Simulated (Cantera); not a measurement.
A closed system holds: 1 mol CH3SiCl3, 0.2 mol CH4, 3.6 mol H2, equilibrated at 100000 Pa.

These are equilibrium values from Cantera (NASA tables, ideal gas, pure condensed phases), not measurements of a reactor. Candidate condensed phases: C, C6H6, C7H8, C8H18, Si, SiC; 109 gas species. The feed counts by its element totals alone. The tables' values for SiCl3 are old estimates; treat these amounts as uncertain. Kinetics and transport are ignored.

x: gas mole fraction; n: condensed amount in mol.

```csv
T (K),x H2,x HCl,x SiCl4,x CH4,n C(graphite),n SiC(s)
1225,0.725,0.202,0.0584,[?],0.590,0.565
1250,0.715,0.217,0.0538,[?],0.571,0.592
1275,0.705,0.233,0.0492,[?],0.551,0.618
1300,0.695,0.248,0.0448,[?],0.530,0.644
1325,0.685,0.262,0.0405,[?],0.509,0.670
1350,0.676,0.276,0.0363,[?],0.488,0.694
1375,0.666,0.289,0.0323,[?],0.468,0.717
1400,0.658,0.302,0.0285,[?],0.448,0.739
1425,0.649,0.313,0.0250,[?],0.430,0.759
1450,0.642,0.324,0.0217,[?],0.414,0.777
```

Problem. Fill in the missing entries.

Solution. 
- 1225, x CH4: 0.00690
- 1250, x CH4: 0.00562
- 1275, x CH4: 0.00461
- 1300, x CH4: 0.00380
- 1325, x CH4: 0.00315
- 1350, x CH4: 0.00263
- 1375, x CH4: 0.00221
- 1400, x CH4: 0.00187
- 1425, x CH4: 0.00159
- 1450, x CH4: 0.00136
